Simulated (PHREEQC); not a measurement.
Model water analysis in mg/L, 5 °C, pH 2.93, pe 11.8: Na 218; K 4.22; Ca 681; Mg 4.05; Cl 598; S(6) as SO4 1430; Cu(2) 21.6; P as PO4 4.75.

Valence states are taken as typed.

Equilibrium calculation in PHREEQC: ion-association model, wateq4f.dat.

Each row changes one thing in this solution. Precipitation was switched off in this run.

```tsv
case	ionic strength (mol/kgw)	Ca+2 (mol/kgw)	SO4-2 (mol/kgw)	CaSO4 (mol/kgw)	HSO4- (mol/kgw)	Cu+2 (mol/kgw)	SI of Gypsum (CaSO4:2H2O)	SI of Chalcanthite (CuSO4:5H2O)
as made	0.0604	0.0128	0.00995	0.00422	0.000420	0.000249	+0.02	-3.57
Ca from 681 to 2040 mg/L	0.117	0.0439	(withheld)	0.00713	(withheld)	(withheld)	+0.25	-3.81
P from 4.75 to 2.38 mg/L	0.0604	0.0128	0.00995	0.00422	0.000420	0.000249	+0.02	-3.57
```

Q: Complete the blanks.

A: 
- Ca from 681 to 2040 mg/L, SO4-2 (mol/kgw): 0.00732
- Ca from 681 to 2040 mg/L, HSO4- (mol/kgw): 0.000265
- Ca from 681 to 2040 mg/L, Cu+2 (mol/kgw): 0.000288

Some of these states are supersaturated (in Gypsum, for instance). H3PO4, which wateq4f.dat lacks, is added to it with the constant of phreeqc.dat. At this temperature some constants are extrapolated from 25 °C, and those without enthalpy data are left unchanged. The database has no phosphate complexes of Cu.
